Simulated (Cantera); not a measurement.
Input (Python, Cantera) and output of one run.

```python
import numpy as np
import cantera as ct

gas_names = """
    H HO2 H2 H2O H2O2 H2S H2SO4 Mg MgH MgO MgOH MgO2H2 MgS Mg2 O OH O2 O3 S SH SO SO2 SO3 S2 S2O S8
""".split()
cond_names = """
    H2O(s) H2O(L) H2SO4(L) Mg(cr) Mg(L) MgO(s) MgO(L) MgO2H2(s) MgS(s) MgSO4(s) MgSO4(L) S(cr1) S(cr2)
    S(L)
""".split()


# ... load() reads the species with a 1 bar reference pressure and builds the phases ...
atoms = {
    'MgO': {'Mg': 1, 'O': 1},
    'H2S': {'H': 2, 'S': 1},
    'O2': {'O': 2},
}
top_T = {'MgS(s)': 2250}  # K; cautious upper limits of use, not melting points


# ... equilibrate(T, P, feed) seeds the gas with the atoms and calls Mixture.equilibrate('TP', solver="vcs", rtol=1e-11, max_steps=5000) ...
results = []
feed = {'MgO': 1, 'H2S': 0.38, 'O2': 2.5}  # mol
P = 25000  # Pa
for T in [648, 748, 848, 948, 1048, 1148, 1248, 1348, 1448, 1548, 1648, 1748]:
    mix = equilibrate(T, P, feed)
    results.append((T, P, feed, dict(zip(mix.species_names, mix.species_moles))))
    x = sorted(zip(gas.X, gas.species_names), reverse=True)
    print(f"T = {T:g} K  P = {P:g} Pa  gas = {mix.phase_moles(0):.4g} mol")
    print("   x: " + "  ".join(f"{s} {v:.3e}" for v, s in x if v > 0.001))
    print("   condensed (mol): " + ("  ".join(f"{mix.phase(i).name} {mix.phase_moles(i):.4g}"
          for i in range(1, mix.n_phases) if mix.phase_moles(i) > 1e-12) or "none"))
```

Result:

```
T = 648 K  P = 25000 Pa  gas = 2.12 mol
   x: O2 8.208e-01  H2O 1.792e-01
   condensed (mol): MgO(s) 0.62  MgSO4(s) 0.38
T = 748 K  P = 25000 Pa  gas = 2.12 mol
   x: O2 8.208e-01  H2O 1.792e-01
   condensed (mol): MgO(s) 0.62  MgSO4(s) 0.38
T = 848 K  P = 25000 Pa  gas = 2.12 mol
   x: O2 8.208e-01  H2O 1.792e-01
   condensed (mol): MgO(s) 0.62  MgSO4(s) 0.38
T = 948 K  P = 25000 Pa  gas = 2.12 mol
   x: O2 8.208e-01  H2O 1.792e-01
   condensed (mol): MgO(s) 0.62  MgSO4(s) 0.38
T = 1048 K  P = 25000 Pa  gas = 2.121 mol
   x: O2 8.205e-01  H2O 1.792e-01
   condensed (mol): MgO(s) 0.6206  MgSO4(s) 0.3794
T = 1148 K  P = 25000 Pa  gas = 2.149 mol
   x: O2 8.136e-01  H2O 1.768e-01  SO2 8.136e-03  SO3 1.465e-03
   condensed (mol): MgO(s) 0.6406  MgSO4(s) 0.3594
T = 1248 K  P = 25000 Pa  gas = 2.677 mol
   x: O2 7.161e-01  H2O 1.420e-01  SO2 1.321e-01  SO3 9.896e-03
   condensed (mol): MgO(s) 1
T = 1348 K  P = 25000 Pa  gas = 2.683 mol
   x: O2 7.167e-01  H2O 1.416e-01  SO2 1.365e-01  SO3 5.137e-03
   condensed (mol): MgO(s) 1
T = 1448 K  P = 25000 Pa  gas = 2.686 mol
   x: O2 7.170e-01  H2O 1.414e-01  SO2 1.386e-01  SO3 2.888e-03
   condensed (mol): MgO(s) 1
T = 1548 K  P = 25000 Pa  gas = 2.688 mol
   x: O2 7.171e-01  H2O 1.412e-01  SO2 1.396e-01  SO3 1.743e-03
   condensed (mol): MgO(s) 1
T = 1648 K  P = 25000 Pa  gas = 2.689 mol
   x: O2 7.170e-01  H2O 1.410e-01  SO2 1.402e-01  SO3 1.118e-03
   condensed (mol): MgO(s) 1
T = 1748 K  P = 25000 Pa  gas = 2.69 mol
   x: O2 7.168e-01  H2O 1.407e-01  SO2 1.405e-01  OH 1.138e-03
   condensed (mol): MgO(s) 1
```

Equilibrium computed with Cantera from the NASA thermochemical tables; the gas is ideal and each condensed phase is pure. Mutual solubility and eutectic melting of coexisting phases are not modelled.
